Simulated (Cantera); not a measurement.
An isothermal, constant-pressure homogeneous reactor starts with 0.228 % C2H6, 99.8 % N2, at 1350 K and 0.518 Torr.

Computed with Cantera and GRI-Mech 3.0 (53 species, 325 reactions). GRI-Mech 3.0 stops at C3 and has no aromatics, soot or wall deposition, so with more carbon than oxygen in the feed, carbon stays in small species such as C2H2 where larger ones or solid carbon would form. Radical loss at walls, strong at low pressure, is not modelled.

x: mole fraction; the columns are a selection and need not sum to one.

```csv
t (s),x C2H6,x CH3,x CH4,x C2H4,x H2,x CH2
4.00e-6,0.00228,7.27e-9,<1e-12,<1e-12,<1e-12,<1e-12
1.24e-5,0.00228,2.26e-8,<1e-12,<1e-12,<1e-12,<1e-12
3.86e-5,0.00228,7.01e-8,<1e-12,<1e-12,<1e-12,<1e-12
0.000120,0.00228,…,6.40e-12,<1e-12,<1e-12,<1e-12
0.000372,0.00228,6.76e-7,6.17e-11,6.95e-12,1.22e-12,<1e-12
0.00116,0.00227,2.10e-6,5.93e-10,1.10e-10,1.40e-11,<1e-12
0.00359,0.00227,6.51e-6,5.71e-9,2.13e-9,2.73e-10,5.48e-12
0.0111,0.00227,…,…,…,…,1.66e-10
0.0346,0.00224,6.17e-5,5.26e-7,8.36e-7,4.33e-7,4.99e-9
0.107,0.00216,0.000181,4.91e-6,2.23e-5,1.77e-5,1.11e-7
0.334,0.00160,0.000452,4.40e-5,0.000411,0.000397,7.09e-7
1.04,0.000173,0.000393,0.000255,0.00131,0.00206,1.32e-6
3.22,7.20e-7,7.48e-5,0.000271,0.000503,0.00352,3.70e-7
10.0,1.39e-7,2.97e-5,0.000229,9.98e-5,0.00404,1.01e-7
```

Q: What belongs in the gaps?

A: 
- 0.000120, x CH3: 2.18e-7
- 0.0111, x CH3: 2.01e-5
- 0.0111, x CH4: 5.50e-8
- 0.0111, x C2H4: 4.12e-8
- 0.0111, x H2: 1.03e-8
